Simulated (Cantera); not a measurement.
Charge: 1 mol C2H6, 0.43 mol CO2, held at 623.15 K and 0.100 bar.

Equilibrium computed with Cantera from the NASA thermochemical tables; the gas is ideal and each condensed phase is pure. Candidate condensed phases: C, C6H6, C7H8, C8H18, H2O; 110 gas species. Equilibrium is a limit: real reactors are often held back by kinetics, nucleation or transport.

Base state: CH4 0.379, H2O 0.310, H2 0.273, CO2 0.0365, CO 0.00152 (mole fractions); condensed: C(graphite).

**Question.** What changes in the equilibrium state with this change: temperature from 623.15 K to 2623 K?

**Answer.** 
| species | before | after |
|---|---|---|
| H2 | 0.273 | 0.668 |
| CO | 0.00152 | 0.211 |
| H | <1e-9 | 0.109 |
| CH4 | 0.379 | 5.55e-6 |
| H2O | 0.310 | 2.56e-7 |
| C2H2 (acetylene) | <1e-9 | 0.0118 |
| CO2 | 0.0365 | 1.24e-8 |
| C2H | <1e-9 | 0.000178 |
| C4H2 | <1e-9 | 8.70e-5 |
| C(graphite), mol | 1.50 | 1.47 |
